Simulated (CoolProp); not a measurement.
Vapour-liquid equilibrium of CHF3 (R23) (1) + R113 (2) at -21.75 °C; x and y are mole fractions of (1).

Model: multi-fluid Helmholtz-energy mixture model, Penoncello 2003 and Marx 1992; pair parameters Bell 2016, in CoolProp.

**Question.** Give the bubble pressure and the first vapour's composition at x = 0.125, 0.2, 0.95. Is there an azeotrope?

**Answer.** x = 0.125: 0.3257 MPa, y = 0.985; x = 0.2: 0.5190 MPa, y = 0.990; x = 0.95: 1.244 MPa, y = 0.998. No azeotrope shows between x = 0.05 and 0.95.

The pair parameters rest on a limited set of measurements; away from them the model extrapolates. The gap from Raoult's law changes sign with composition, which may be real or a fault of the pair parameters; it wasn't checked against measurements. With so large a gap from Raoult's law the liquid may split in two, which this calculation doesn't test in full.
